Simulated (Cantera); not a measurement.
## Fluorocarbon and chlorocarbon gases: CH₃F + Si

A closed system holds: 1 mol CH₃F, 1.9 mol Si, at 1.33 mbar.

These are equilibrium values from Cantera (NASA tables, ideal gas, pure condensed phases), not measurements of a reactor. Candidate condensed phases: C, C₆H₆, C₇H₈, C₈H₁₈, Si, SiC; 113 gas species. Mutual solubility and eutectic melting of coexisting phases are not modelled. The tables' values for SiF₃, SiF₂ are old estimates; treat these amounts as uncertain. The numbers say what is thermodynamically allowed, not how fast it happens.

```csv
T (K),x H₂,x SiF₄,x SiF₃,x SiHF₃,x SiF₂,x HF,n Si(s),n SiC(s)
950,0.856,0.140,0.000344,0.00391,2.20e-6,2.78e-5,0.648,1.00
1000,0.856,0.139,0.000752,0.00408,8.57e-6,6.31e-5,0.648,1.00
1050,0.855,0.139,0.00152,0.00422,2.93e-5,0.000132,0.647,1.00
1100,0.855,0.137,0.00288,0.00434,8.91e-5,0.000258,0.647,1.00
1150,0.854,0.135,0.00512,0.00444,0.000245,0.000475,0.646,1.00
1200,0.853,0.132,0.00860,0.00449,0.000614,0.000827,0.644,1.00
1250,0.851,0.128,0.0137,0.00448,0.00142,0.00137,0.641,1.00
```
x: gas mole fraction; n: condensed amount in mol.

From 950 K to 1250 K the condensed part is Si(s) + SiC(s). The main Si-bearing gas is SiF₄ throughout.
